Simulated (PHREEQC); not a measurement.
Solution (25 °C): 10 mmol/kgw Cu(NO3)2, 0.05 mmol/kgw HBF4 and 13 mmol/kgw Na2SO4. Closed to the air; pH follows from the charge balance.

Computed with PHREEQC (ion-association model, phreeqc.dat).

| quantity | before | after |
|---|---|---|
| pH | 3.97 | 3.39 |
| ionic strength (mol/kgw) | 0.0565 | 0.0568 |
| SO4-2 (mol/kgw) | 0.00955 | 0.00944 |
| NaSO4- (mol/kgw) | 0.000540 | 0.000533 |
| F- (mol/kgw) | 0.000167 | 0.000639 |
| HSO4- (mol/kgw) | 5.41e-5 | 0.000205 |

Task: Name the change that produced these shifts.
(A) HBF4 from 5e-05 to 5.5e-05 mol/kgw
(B) HBF4 from 5e-05 to 0.00025 mol/kgw
(C) Na2SO4 from 0.013 to 0.0117 mol/kgw
(D) Cu(NO3)2 left out
(E) temperature from 25 to 15 °C

Result: B, HBF4 from 5e-05 to 0.00025 mol/kgw

This is a speciation only: nothing precipitates in the calculation. Real BF4- forms and hydrolyses slowly; the run takes it at equilibrium.
